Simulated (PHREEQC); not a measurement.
Consider water at 55 °C with 0.011 mol Na2SeO3, 0.00021 mol HCl and 0.2 mol CaCl2 per kg of water. Closed to the air; pH follows from the charge balance.

Model: ion-association model, wateq4f.dat, run in PHREEQC.

Each row changes one thing in this solution. Precipitation was switched off in this run.

```tsv
case	pH	ionic strength (mol/kgw)	SeO3-2 (mol/kgw)	HSeO3- (mol/kgw)	CaOH+ (mol/kgw)	SI of Portlandite (Ca(OH)2)	SI of Halite (NaCl)
as made	9.39	0.632	0.0105	0.000524	2.74e-5	-3.28	-4.07
diluted 2-fold with water	9.28	0.316	0.00518	0.000320	1.16e-5	-3.74	-4.63
diluted 10-fold with water	9.08	0.0632	0.000970	0.000130	2.07e-6	-4.64	-5.90
0.0036 mol/kgw TMAH added	10.43	0.636	0.0109	5.01e-5	0.000300	-1.21	-4.07
temperature from 55 to 15 °C	9.67	0.633	0.0107	0.000300	5.66e-5	-5.55	-3.96
CaCl2 from 0.2 to 0.1 mol/kgw	9.40	…	0.0105	…	1.51e-5	-3.51	…
HCl replaced by NH4Cl at the same molality	9.40	0.632	0.0105	0.000509	2.83e-5	-3.26	-4.07
```

**Question.** Complete the blanks.

**Answer.** 
- CaCl2 from 0.2 to 0.1 mol/kgw, ionic strength (mol/kgw): 0.333
- CaCl2 from 0.2 to 0.1 mol/kgw, HSeO3- (mol/kgw): 0.000494
- CaCl2 from 0.2 to 0.1 mol/kgw, SI of Halite (NaCl): -4.33

(CH3)4N+ isn't in the database: it is added as a free cation with an ion size of 4 Å. Away from 25 °C the constants follow the database's enthalpies or fits; those with neither stay at their 25 °C values.
